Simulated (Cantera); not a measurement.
Charge: 1 mol CF₄, 0.018 mol Si, equilibrated at 1623 K and 0.000620 bar.

Method: chemical equilibrium by Gibbs-energy minimisation in Cantera with the NASA 1993 tables (ideal gas, pure condensed phases). Candidate condensed phases: C, Si, SiC; 23 gas species. Gases not in the tables: C₂F₆ and larger saturated fluorocarbons. Kinetics and transport are ignored.

Base state: CF₄ 0.969, SiF₄ 0.0179, CF₂ 0.00920, F 0.00341, CF₃ 0.000769 (mole fractions); condensed: C(graphite).

Question: What changes in the equilibrium state with this change: Si from 0.018 to 0.045 mol?

Answer: 
```csv
species,before,after
CF₄,0.969,0.942
SiF₄,0.0179,0.0447
CF₂,0.00920,0.00907
CF₃,0.000769,0.000753
F,0.00341,0.00339
"C(graphite), mol",0.0140,0.0411
```
